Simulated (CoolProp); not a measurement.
Vapour-liquid equilibrium of CHF3 (R23) (1) + R134a (2) at 2.8 bar; x and y are mole fractions of (1).

Model: multi-fluid Helmholtz-energy mixture model, Penoncello 2003 and Tillner-Roth 1994; pair parameters Bell 2016, in CoolProp.

Problem. Give the bubble temperature and the first vapour's composition at x = 0.05, 0.15, 0.25. Is there an azeotrope?

Solution. x = 0.05: 264.3 K, y = 0.271; x = 0.15: 251.8 K, y = 0.596; x = 0.25: 242.5 K, y = 0.762. No azeotrope shows between x = 0.05 and 0.95.

The pair parameters rest on a limited set of measurements; away from them the model extrapolates.
